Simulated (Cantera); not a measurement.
An isothermal, constant-pressure homogeneous reactor starts with C2H4 : H2 = 1 : 49 (molar parts), at 1750 K and 20.0 Torr. Integrator tolerance rtol = 1e-08.

Computed with Cantera and GRI-Mech 3.0 (53 species, 325 reactions). GRI-Mech 3.0 was tuned for natural gas; its chemistry of ethylene as a main component is partial and can be far from experiment. GRI-Mech 3.0 stops at C3 and has no aromatics, soot or wall deposition, so with more carbon than oxygen in the feed, carbon stays in small species such as C2H2 where larger ones or solid carbon would form. Radical loss at walls, strong at low pressure, is not modelled.

Question: What does this change do: pressure from 20.0 Torr to 1350 Torr?

Answer: 
| quantity | before | after |
|---|---|---|
| x(C2H4) at 1.00 s | 1.71e-5 (gas-phase equilibrium 1.68e-5) | 0.000663 (gas-phase equilibrium 0.000663) |
| x(H2) at 1.00 s | 0.979 (gas-phase equilibrium 0.979) | 0.972 (gas-phase equilibrium 0.972) |
| x(C2H2) at 1.00 s | 0.0196 (gas-phase equilibrium 0.0194) | 0.0114 (gas-phase equilibrium 0.0114) |
| x(CH4) at 1.00 s | 1.32e-5 (gas-phase equilibrium 0.000304) | 0.0156 (gas-phase equilibrium 0.0156) |
| x(H) at 1.00 s | 0.00134 (gas-phase equilibrium 0.00142) | 0.000172 (gas-phase equilibrium 0.000172) |
